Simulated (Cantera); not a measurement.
Mixture: CH₄ : CO : O₂ : N₂ : CO₂ = 1 : 0.29 : 1.26 : 4.74 : 0.38 (molar parts), equivalence ratio 1.7, at 0.340 bar, adiabatic and at constant pressure. Ignition delay is the time to a rise of 400 K.

Computed with Cantera and GRI-Mech 3.0 (53 species, 325 reactions).

Problem. Predict: delay at 1150 K; delay at 1225 K; delay at 1300 K; delay at 1375 K; delay at 1450 K; delay at 1525 K; delay at 1600 K; apparent activation energy between 1450 and 1600 K.

Solution. 
```
Quantity                                                 Value
--------------------------------------------------  ----------
delay at 1150 K                                        0.450 s
delay at 1225 K                                        0.134 s
delay at 1300 K                                        43.9 ms
delay at 1375 K                                        15.9 ms
delay at 1450 K                                        6.38 ms
delay at 1525 K                                        2.87 ms
delay at 1600 K                                        1.44 ms
apparent activation energy between 1450 and 1600 K  190 kJ/mol
```
